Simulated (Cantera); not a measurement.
A closed system holds: 1 mol MgO, 0.031 mol H2, 0.0037 mol C, held at 13.3 mbar.

Method: chemical equilibrium by Gibbs-energy minimisation in Cantera with the NASA 1993 tables (ideal gas, pure condensed phases). Candidate condensed phases: C, C6H6, C7H8, C8H18, H2O, Mg, MgCO3, MgO, Mg(OH)2; 116 gas species. The tables' values for MgH are old estimates; treat these amounts as uncertain. Rates play no part.

x: gas mole fraction; n: condensed amount in mol.

```json
[
 {"T (K)": "2473", "x Mg": "0.316", "x O": "0.00405", "x H2": "0.268", "x H2O": "0.220", "x O2": "0.00136", "x H": "0.100", "x CO": "0.0578", "x OH": "0.0164", "x MgO": "0.00278", "x CO2": "0.00773", "n MgO(s)": "0.982"},
 {"T (K)": "2548", "x Mg": "0.363", "x O": "0.0142", "x H2": "0.168", "x H2O": "0.233", "x O2": "0.00807", "x H": "0.110", "x CO": "0.0466", "x OH": "0.0333", "x MgO": "0.00703", "x CO2": "0.0102", "n MgO(s)": "0.975"},
 {"T (K)": "2623", "x Mg": "0.420", "x O": "0.0457", "x H2": "0.0816", "x H2O": "0.183", "x O2": "0.0417", "x H": "0.104", "x CO": "0.0310", "x OH": "0.0555", "x MgO": "0.0168", "x CO2": "0.0107", "n MgO(s)": "0.960"},
 {"T (K)": "2698", "x Mg": "0.532", "x O": "0.125", "x H2": "0.00967", "x H2O": "0.0310", "x O2": "0.162", "x H": "0.0480", "x CO": "0.00703", "x OH": "0.0394", "x MgO": "0.0383", "x CO2": "0.00335", "n MgO(s)": "0.795"},
 {"T (K)": "2773", "x Mg": "0.562", "x O": "___", "x H2": "___", "x H2O": "___", "x O2": "___", "x H": "___", "x CO": "0.00163", "x OH": "___", "x MgO": "0.0394", "x CO2": "___", "n MgO(s)": "0"},
 {"T (K)": "2848", "x Mg": "0.550", "x O": "0.224", "x H2": "0.000641", "x H2O": "0.00112", "x O2": "0.156", "x H": "0.0212", "x CO": "0.00173", "x OH": "0.0108", "x MgO": "0.0330", "x CO2": "0.000428", "n MgO(s)": "0"},
 {"T (K)": "2923", "x Mg": "0.539", "x O": "0.269", "x H2": "0.000486", "x H2O": "0.000588", "x O2": "0.129", "x H": "0.0237", "x CO": "0.00180", "x OH": "0.00893", "x MgO": "0.0273", "x CO2": "0.000300", "n MgO(s)": "0"},
 {"T (K)": "2998", "x Mg": "0.527", "x O": "___", "x H2": "___", "x H2O": "___", "x O2": "___", "x H": "0.0255", "x CO": "0.00183", "x OH": "___", "x MgO": "___", "x CO2": "___", "n MgO(s)": "0"},
 {"T (K)": "3073", "x Mg": "0.517", "x O": "0.352", "x H2": "0.000249", "x H2O": "0.000142", "x O2": "0.0789", "x H": "0.0269", "x CO": "0.00184", "x OH": "0.00537", "x MgO": "0.0178", "x CO2": "0.000139", "n MgO(s)": "0"}
]
```

Task: What belongs in the gaps?

Result: 
- 2773, x O: 0.180
- 2773, x H2: 0.000793
- 2773, x H2O: 0.00199
- 2773, x O2: 0.182
- 2773, x H: 0.0181
- 2773, x OH: 0.0125
- 2773, x CO2: 0.000595
- 2998, x O: 0.312
- 2998, x H2: 0.000353
- 2998, x H2O: 0.000294
- 2998, x O2: 0.103
- 2998, x OH: 0.00704
- 2998, x MgO: 0.0221
- 2998, x CO2: 0.000205
